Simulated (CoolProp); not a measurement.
A closed Brayton cycle with carbon dioxide: compressor inlet 306.15 K and 8.9 MPa, high pressure 29.1 MPa, turbine inlet 825 K, compressor efficiency 0.85, turbine efficiency 0.9, recuperator effectiveness 0 (on enthalpy, no pinch check). Each further row changes one setting.

The numbers come from the reference Helmholtz-energy equation of state, Span 1996 in CoolProp.

```json
[
 {"case": "as stated", "thermal efficiency (%)": "(withheld)", "net work (kJ/kg)": "122", "compressor to turbine work": "0.20", "compressor exit (K)": "338.2", "turbine exit (K)": "684.0"},
 {"case": "turbine inlet 775 K", "thermal efficiency (%)": "17.1", "net work (kJ/kg)": "111", "compressor to turbine work": "(withheld)", "compressor exit (K)": "338.2", "turbine exit (K)": "(withheld)"},
 {"case": "compressor inlet 316.15 K", "thermal efficiency (%)": "17.4", "net work (kJ/kg)": "(withheld)", "compressor to turbine work": "0.32", "compressor exit (K)": "(withheld)", "turbine exit (K)": "684.0"},
 {"case": "high pressure 24.7 MPa", "thermal efficiency (%)": "15.1", "net work (kJ/kg)": "109", "compressor to turbine work": "0.19", "compressor exit (K)": "332.7", "turbine exit (K)": "702.9"},
 {"case": "recuperator effectiveness 0.5", "thermal efficiency (%)": "24.4", "net work (kJ/kg)": "122", "compressor to turbine work": "0.20", "compressor exit (K)": "338.2", "turbine exit (K)": "684.0"}
]
```

Q: What belongs in the gaps?

A: 
- as stated, thermal efficiency (%): 17.2
- turbine inlet 775 K, compressor to turbine work: 0.22
- turbine inlet 775 K, turbine exit (K): 639.0
- compressor inlet 316.15 K, net work (kJ/kg): 105
- compressor inlet 316.15 K, compressor exit (K): 391.0
